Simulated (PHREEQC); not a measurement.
A solution holds 54 mmol/kgw NH3 and 0.0029 mmol/kgw H4SiO4, at 25 °C. Closed to the air; pH follows from the charge balance.

Computed with PHREEQC (ion-association model, phreeqc.dat).

Each row changes one thing in this solution. This is a speciation only: nothing precipitates in the calculation.

```
case                                        pH  ionic strength (mol/kgw)  H3SiO4- (mol/kgw)  H4SiO4 (mol/kgw)  SI of Quartz (SiO2)
---------------------------------------  -----  ------------------------  -----------------  ----------------  -------------------
as made                                  10.98                   0.00101            2.70e-6           1.84e-7                -2.75
NH3 from 0.054 to 0.081 mol/kgw          11.07                         ?            2.73e-6           1.51e-7                -2.84
NH3 from 0.054 to 0.0594 mol/kgw         11.00                   0.00106            2.70e-6           1.76e-7                -2.77
H4SiO4 from 2.9e-06 to 2.61e-06 mol/kgw  10.98                   0.00101            2.43e-6           1.66e-7                -2.80
diluted 5-fold with water                10.63                  0.000440            5.00e-7           7.82e-8                    ?
H4SiO4 from 2.9e-06 to 1.45e-05 mol/kgw  10.98                   0.00101            1.35e-5           9.25e-7                -2.05
NH3 left out                              6.99                   1.03e-7            4.16e-9           2.90e-6                -1.56
temperature from 25 to 90 °C              9.38                  0.000974            1.82e-6           1.07e-6                -2.77
```

Task: Complete the blanks.

Result: 
- NH3 from 0.054 to 0.081 mol/kgw, ionic strength (mol/kgw): 0.00124
- diluted 5-fold with water, SI of Quartz (SiO2): -3.13

Complexes and solids missing from the database can't appear. Away from 25 °C the constants follow the database's enthalpies or fits; those with neither stay at their 25 °C values.
